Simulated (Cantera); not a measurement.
Input (Python, Cantera):

```python
import numpy as np
import cantera as ct

gas = ct.Solution("gri30.yaml")
gas.TPX = 1875, 390, {'C2H4': 1, 'H2': 9.2, 'H2O': 0.016}
reactor = ct.IdealGasConstPressureReactor(gas, energy="off", clone=False)
net = ct.ReactorNet([reactor])
net.rtol, net.atol = 1e-08, 1e-18
show = ['C2H4', 'H2', 'C2H', 'C2H2', 'CH3']
times = np.geomspace(0.0004, 200, 14)

steps = ct.SolutionArray(gas, extra=["t"])
rows = []
print(f"{'t/s':>10s}{'T/K':>9s}{'P/Pa':>11s}" + "".join(f"{s:>11s}" for s in show))
for t in times:
    while net.time < t:
        t_next = net.step()
        steps.append(gas.state, t=t_next)
    rows.append([np.interp(t, steps.t, y) for y in (steps.T, steps.P, *steps(*show).X.T)])
    print(f"{t:10.3e}{rows[-1][0]:9.1f}{rows[-1][1]:11.4g}" + "".join(f"{x:11.3e}" for x in rows[-1][2:]))
rate = np.gradient(steps.T, steps.t)
print("integrator steps:", len(steps.t))
if steps.T.max() > steps.T[0] + 200:
    print(f"time of steepest temperature rise: {steps.t[rate.argmax()]:.4e} s")
gas.TPX = 1875, 390, {'C2H4': 1, 'H2': 9.2, 'H2O': 0.016}
gas.equilibrate("TP")
print(f"equilibrium (TP): T = {gas.T:.1f} K  " + "  ".join(f"{s} {gas[s].X[0]:.3e}" for s in show))
```

Output:

```
       t/s      T/K       P/Pa       C2H4         H2        C2H       C2H2        CH3
 4.000e-04   1875.0        390  9.586e-02  9.007e-01  1.449e-10  1.840e-03  6.133e-09
 1.098e-03   1875.0        390  9.239e-02  9.010e-01  1.082e-09  5.002e-03  1.594e-08
 3.012e-03   1875.0        390  8.321e-02  9.018e-01  7.749e-09  1.335e-02  2.825e-08
 8.264e-03   1875.0        390  6.112e-02  9.038e-01  4.693e-08  3.345e-02  4.649e-08
 2.268e-02   1875.0        390  2.391e-02  9.071e-01  1.724e-07  6.735e-02  5.838e-08
 6.223e-02   1875.0        390  1.287e-03  9.090e-01  4.077e-07  8.796e-02  9.268e-08
 1.707e-01   1875.0        390  1.583e-05  9.085e-01  1.081e-06  8.909e-02  3.251e-07
 4.685e-01   1875.0        390  9.256e-06  9.071e-01  2.855e-06  8.899e-02  2.625e-06
 1.286e+00   1875.0        390  5.860e-06  9.039e-01  6.732e-06  8.859e-02  3.363e-05
 3.528e+00   1875.0        390  4.704e-06  9.010e-01  1.060e-05  8.787e-02  8.355e-05
 9.680e+00   1875.0        390  4.373e-06  9.006e-01  1.155e-05  8.781e-02  2.209e-05
 2.656e+01   1875.0        390  4.356e-06  9.006e-01  1.160e-05  8.784e-02  8.273e-06
 7.289e+01   1875.0        390  4.356e-06  9.006e-01  1.160e-05  8.784e-02  7.443e-06
 2.000e+02   1875.0        390  4.356e-06  9.006e-01  1.160e-05  8.784e-02  7.442e-06
integrator steps: 1624
equilibrium (TP): T = 1875.0 K  C2H4 4.356e-06  H2 9.006e-01  C2H 1.160e-05  C2H2 8.784e-02  CH3 7.449e-06
```

Computed with Cantera and GRI-Mech 3.0 (53 species, 325 reactions). GRI-Mech 3.0 was tuned for natural gas; its chemistry of ethylene as a main component is partial and can be far from experiment. GRI-Mech 3.0 stops at C3 and has no aromatics, soot or wall deposition, so with more carbon than oxygen in the feed, carbon stays in small species such as C2H2 where larger ones or solid carbon would form. Radical loss at walls, strong at low pressure, is not modelled.
